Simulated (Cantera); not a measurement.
Feed: 1 mol SiH₂Cl₂, 1500 mol H₂, held at 950 °C and 2.60 mbar.

Equilibrium computed with Cantera from the NASA thermochemical tables; the gas is ideal and each condensed phase is pure. Candidate condensed phases: Si; 19 gas species. Kinetics and transport are ignored.

Base state: H₂ 0.999, HCl 0.00132 (mole fractions); condensed: Si(s).

### Question
What changes in the equilibrium state with this change: SiH₂Cl₂ replaced by SiF₄?

### Answer
| species | before | after |
|---|---|---|
| H₂ | 0.999 | 0.999 |
| SiF₄ | 0 | 0.000443 |
| HF | 0 | 0.000260 |
| HCl | 0.00132 | 0 |
| SiF₃ | 0 | 0.000114 |
| SiHF₃ | 0 | 7.24e-5 |
| SiF₂ | 0 | 3.05e-5 |
| Si(s), mol | 0.994 | 0 |
The tables' values for SiF₃, SiF₂ are old estimates; treat these amounts as uncertain.

### Question
What changes in the equilibrium state with this change: temperature from 950 °C to 1402 °C?

### Answer
```json
[
 {"species": "H₂", "before": "0.999", "after": "0.996"},
 {"species": "H", "before": "5.91e-6", "after": "0.00227"},
 {"species": "HCl", "before": "0.00132", "after": "0.00131"},
 {"species": "Si", "before": "1.24e-9", "after": "0.000167"},
 {"species": "SiH", "before": "<1e-9", "after": "1.43e-5"},
 {"species": "SiH₂", "before": "1.88e-8", "after": "1.12e-5"},
 {"species": "Si(s), mol", "before": "0.994", "after": "0.695"}
]
```
Gases not in the tables: Si₂H₆ and higher silanes.
